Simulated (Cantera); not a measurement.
What does this Cantera script print?

```python
import numpy as np
import cantera as ct

gas_names = """
    CL CL2 Fe FeCL FeCL2 FeCL3 Fe2CL4 Fe2CL6 H HCL H2
""".split()
cond_names = """
    Fe(a) Fe(c) Fe(d) Fe(L) FeCL2(s) FeCL2(L) FeCL3(s) FeCL3(L)
""".split()


# ... load() reads the species with a 1 bar reference pressure and builds the phases ...
atoms = {
    'FeCl2': {'Fe': 1, 'CL': 2},
    'HCl': {'H': 1, 'CL': 1},
    'H2': {'H': 2},
}
top_T = {}  # K; cautious upper limits of use, not melting points


# ... equilibrate(T, P, feed) seeds the gas with the atoms and calls Mixture.equilibrate('TP', solver="vcs", rtol=1e-11, max_steps=5000) ...
results = []
T = 1800  # K
P = 1000  # Pa
for m in [1.6, 2.2, 3.2, 4.6, 6.5, 9.4, 13, 19, 27, 39, 56]:
    feed = {'FeCl2': 1, 'HCl': 0.34, 'H2': m}  # mol
    mix = equilibrate(T, P, feed)
    results.append((T, P, feed, dict(zip(mix.species_names, mix.species_moles))))
    x = sorted(zip(gas.X, gas.species_names), reverse=True)
    print(f"T = {T:g} K  P = {P:g} Pa  n(H2) = {m:g} mol  gas = {mix.phase_moles(0):.4g} mol")
    print("   x: " + "  ".join(f"{s} {v:.3e}" for v, s in x if v > 1e-05))
    print("   condensed (mol): " + ("  ".join(f"{mix.phase(i).name} {mix.phase_moles(i):.4g}"
          for i in range(1, mix.n_phases) if mix.phase_moles(i) > 1e-12) or "none"))
```

Output:

```
T = 1800 K  P = 1000 Pa  n(H2) = 1.6 mol  gas = 2.954 mol
   x: H2 4.448e-01  HCL 3.063e-01  FeCL2 2.422e-01  Fe 2.947e-03  H 2.388e-03  CL 1.259e-03  FeCL 7.900e-05
   condensed (mol): Fe(d) 0.2755
T = 1800 K  P = 1000 Pa  n(H2) = 2.2 mol  gas = 3.557 mol
   x: H2 5.206e-01  HCL 2.888e-01  FeCL2 1.839e-01  Fe 2.947e-03  H 2.583e-03  CL 1.097e-03  FeCL 6.885e-05
   condensed (mol): Fe(d) 0.335
T = 1800 K  P = 1000 Pa  n(H2) = 3.2 mol  gas = 4.562 mol
   x: H2 6.079e-01  HCL 2.588e-01  FeCL2 1.266e-01  Fe 2.947e-03  H 2.792e-03  CL 9.099e-04  FeCL 5.711e-05
   condensed (mol): Fe(d) 0.4089
T = 1800 K  P = 1000 Pa  n(H2) = 4.6 mol  gas = 5.969 mol
   x: H2 6.858e-01  HCL 2.237e-01  FeCL2 8.378e-02  H 2.965e-03  Fe 2.947e-03  CL 7.403e-04  FeCL 4.646e-05
   condensed (mol): Fe(d) 0.4821
T = 1800 K  P = 1000 Pa  n(H2) = 6.5 mol  gas = 7.878 mol
   x: H2 7.510e-01  HCL 1.881e-01  FeCL2 5.412e-02  H 3.103e-03  Fe 2.947e-03  CL 5.950e-04  FeCL 3.735e-05
   condensed (mol): Fe(d) 0.5501
T = 1800 K  P = 1000 Pa  n(H2) = 9.4 mol  gas = 10.79 mol
   x: H2 8.095e-01  HCL 1.513e-01  FeCL2 3.249e-02  H 3.221e-03  Fe 2.947e-03  CL 4.610e-04  FeCL 2.894e-05
   condensed (mol): Fe(d) 0.6172
T = 1800 K  P = 1000 Pa  n(H2) = 13 mol  gas = 14.41 mol
   x: H2 8.514e-01  HCL 1.219e-01  FeCL2 2.005e-02  H 3.304e-03  Fe 2.947e-03  CL 3.621e-04  FeCL 2.273e-05
   condensed (mol): Fe(d) 0.6683
T = 1800 K  P = 1000 Pa  n(H2) = 19 mol  gas = 20.44 mol
   x: H2 8.902e-01  HCL 9.225e-02  FeCL2 1.098e-02  H 3.378e-03  Fe 2.947e-03  CL 2.680e-04  FeCL 1.682e-05
   condensed (mol): Fe(d) 0.715
T = 1800 K  P = 1000 Pa  n(H2) = 27 mol  gas = 28.48 mol
   x: H2 9.175e-01  HCL 6.978e-02  FeCL2 6.093e-03  H 3.430e-03  Fe 2.947e-03  CL 1.996e-04  FeCL 1.253e-05
   condensed (mol): Fe(d) 0.7422
T = 1800 K  P = 1000 Pa  n(H2) = 39 mol  gas = 40.53 mol
   x: H2 9.391e-01  HCL 5.117e-02  H 3.470e-03  FeCL2 3.202e-03  Fe 2.947e-03  CL 1.447e-04
   condensed (mol): Fe(d) 0.7504
T = 1800 K  P = 1000 Pa  n(H2) = 56 mol  gas = 57.61 mol
   x: H2 9.546e-01  HCL 3.718e-02  H 3.498e-03  Fe 2.947e-03  FeCL2 1.663e-03  CL 1.043e-04
   condensed (mol): Fe(d) 0.734
```

These are equilibrium values from Cantera (NASA tables, ideal gas, pure condensed phases), not measurements of a reactor.
